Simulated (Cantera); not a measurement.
A perfectly stirred reactor is fed with 1.81 % CH₄, 0.0939 % C₂H₆, 1.48 % C₃H₈, 19.9 % O₂, 74.8 % N₂, 1.99 % H₂O, equivalence ratio 0.57, at 1.00 bar; it is adiabatic with a 425 K inlet, and is followed from long to short residence time, starting on the burning branch (τ in s: 0.028, 0.014, 0.0076, 0.004, 0.0021, 0.0011, 0.00056, 0.0003, 0.00015, 8.1e-05, 4.2e-05, 2.2e-05, 1.2e-05).

Model: GRI-Mech 3.0 (53 species, 325 reactions), integrated in Cantera. GRI-Mech 3.0 was tuned for natural gas; its chemistry of propane as a main component is partial and can be far from experiment.

**Question.** Predict: blow-out, bracketed by the residence times tried; x(CH₄) at τ = 28.0 ms; x(C₂H₆) at τ = 28.0 ms; x(C₃H₈) at τ = 28.0 ms; x(CO) at τ = 28.0 ms; x(HO₂) at τ = 28.0 ms; x(CH₄) at τ = 0.560 ms; x(C₂H₆) at τ = 0.560 ms; x(C₃H₈) at τ = 0.560 ms; x(CO) at τ = 0.560 ms; x(HO₂) at τ = 0.560 ms.

**Answer.** 
| Item | Value |
|---|---|
| blow-out, bracketed by the residence times tried | burning at 0.300 ms, out at 0.150 ms |
| x(CH₄) at τ = 28.0 ms | 9.35e-6 |
| x(C₂H₆) at τ = 28.0 ms | 1.23e-7 |
| x(C₃H₈) at τ = 28.0 ms | 1.98e-6 |
| x(CO) at τ = 28.0 ms | 0.000841 |
| x(HO₂) at τ = 28.0 ms | 4.06e-6 |
| x(CH₄) at τ = 0.560 ms | 0.000174 |
| x(C₂H₆) at τ = 0.560 ms | 2.26e-6 |
| x(C₃H₈) at τ = 0.560 ms | 3.23e-5 |
| x(CO) at τ = 0.560 ms | 0.0113 |
| x(HO₂) at τ = 0.560 ms | 3.73e-5 |
